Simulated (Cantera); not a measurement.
Predominance diagram of Ti at 802 °C against the partial pressures of O2 and CO (log10, bar). Cantera with NASA thermochemical tables; ideal gases at 1 bar, condensed phases pure. Candidates: Ti(α), TiC(s), TiO(s), TiO2(rutile), Ti2O3(s), Ti3O5(s), Ti4O7(s). Only these pure phases compete in this equilibrium. TiC, TiO: taken at fixed stoichiometry. Not in the tables: Magnéli phases beyond Ti4O7, TiC-TiO solid solutions.

```
log p(CO) \ log p(O2)
        columns: -33, -31.5, -30, -28.5, -27, -25.5, -24, -22.5, -21, -19.5, -18, -16.5, -15, -13.5, -12, -10.5, -9, -7.5, -6, -4.5, -3, -1.5, 0
      0  A A A A A A A A A B B B A A A A A A A A A A A
   -2.2  A A A A A A B B B B B B B B B A A A A A A A A
   -4.4  A A A C D B B B B B B B B B B B B A A A A A A
   -6.6  E E C C D B B B B B B B B B B B B B B B A A A
   -8.8  E C C C D B B B B B B B B B B B B B B B B B B
    -11  C C C C D B B B B B B B B B B B B B B B B B B
  -13.2  C C C C D B B B B B B B B B B B B B B B B B B
  -15.4  C C C C D B B B B B B B B B B B B B B B B B B
  -17.6  C C C C D B B B B B B B B B B B B B B B B B B
  -19.8  C C C C D B B B B B B B B B B B B B B B B B B
    -22  C C C C D B B B B B B B B B B B B B B B B B B
```

A: out of reach (another gas would pass 10 bar, or a non-metal would condense); B: TiO2(rutile); C: Ti2O3(s); D: Ti4O7(s); E: TiC(s).
